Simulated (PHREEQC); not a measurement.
NaHS is added in steps, without added water, to 1 kg of water holding 0.00017 mol/kgw H2S, 0.023 mol/kgw NaHCO3 and 0.00021 mol/kgw ZnCl2, at 25 °C. No oxygen is let in. No CO2 enters from the air. The run lets Zn(OH)2-e, Smithsonite, Zn5(OH)8Cl2, Sphalerite, Halite, Nahcolite, Natron precipitate or redissolve, and no other solid.

Base run: PHREEQC, ion-association model, wateq4f.dat. Each further column changes one thing. The table gives Zn in solution (mol/kgw).

| NaHS added (mol) | base | database phreeqc.dat | metal-ligand complexes left out | Davies equation for every ion | Debye-Hückel limiting law |
|---|---|---|---|---|---|
| 0 | 4.00e-5 | 4.00e-5 | 2.51e-6 | 4.00e-5 | 4.00e-5 |
| 0.002917 | 4.72e-8 | 4.72e-8 | 0 | 4.78e-8 | 4.83e-8 |
| 0.005833 | 8.20e-8 | 8.21e-8 | 0 | 8.30e-8 | 8.42e-8 |
| 0.01021 | 1.25e-7 | 1.25e-7 | 0 | 1.26e-7 | 1.28e-7 |
| 0.01312 | 1.50e-7 | 1.50e-7 | 0 | 1.52e-7 | 1.55e-7 |
| 0.01604 | 1.75e-7 | 1.75e-7 | 0 | 1.77e-7 | 1.81e-7 |
| 0.01896 | 1.99e-7 | 1.99e-7 | 0 | 2.02e-7 | 2.06e-7 |
| 0.02187 | 2.23e-7 | 2.23e-7 | 0 | 2.26e-7 | 2.31e-7 |
| 0.02479 | 2.46e-7 | 2.47e-7 | 0 | 2.50e-7 | 2.56e-7 |
| 0.02917 | 2.82e-7 | 2.83e-7 | 0 | 2.87e-7 | 2.94e-7 |
| 0.03208 | 3.06e-7 | 3.07e-7 | 0 | 3.12e-7 | 3.20e-7 |
| 0.035 | 3.31e-7 | 3.31e-7 | 0 | 3.37e-7 | 3.46e-7 |

The polysulfide entries of wateq4f.dat were taken out for this run. The database's zinc carbonate complexes are estimates, stronger than later reviews accept. phreeqc.dat and wateq4f.dat share most of their constants, so their agreement is no independent check. Solids allowed in the column 'database phreeqc.dat': Halite, Zn(OH)2(e), Smithsonite, Sphalerite.
